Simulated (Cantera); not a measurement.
An adiabatic, constant-pressure homogeneous reactor starts with CH₄ : CO : O₂ : N₂ = 1 : 0.36 : 0.908 : 3.42 (molar parts), at 1773 K and 77000 Pa. Integrator tolerance rtol = 1e-08.

Cantera simulation using GRI-Mech 3.0 (53 species, 325 reactions); the numbers are that mechanism's predictions, not measurements.

Task: What does this change do: pressure from 77000 Pa to 460000 Pa?

Result: 
| quantity | before | after |
|---|---|---|
| time of steepest temperature rise | 0.212 ms | 50.7 µs |
| temperature at 0.700 s | 2566 K | 2622 K |
| equilibrium temperature | 2566 K | 2622 K |
| x(CH₄) at 0.700 s | 1.61e-11 (gas-phase equilibrium 1.79e-11) | 4.86e-10 (gas-phase equilibrium 5.44e-10) |
| x(CO) at 0.700 s | 0.183 (gas-phase equilibrium 0.183) | 0.184 (gas-phase equilibrium 0.184) |
| x(O₂) at 0.700 s | 2.67e-5 (gas-phase equilibrium 2.67e-5) | 7.36e-6 (gas-phase equilibrium 7.36e-6) |
| x(C₂H₂) at 0.700 s | <1e-12 (gas-phase equilibrium <1e-12) | 2.26e-12 (gas-phase equilibrium 2.49e-12) |
| x(CH₂CO) at 0.700 s | <1e-12 (gas-phase equilibrium <1e-12) | 1.53e-12 (gas-phase equilibrium 1.69e-12) |
| x(N₂O) at 0.700 s | 9.01e-9 (gas-phase equilibrium 9.01e-9) | 1.27e-8 (gas-phase equilibrium 1.27e-8) |
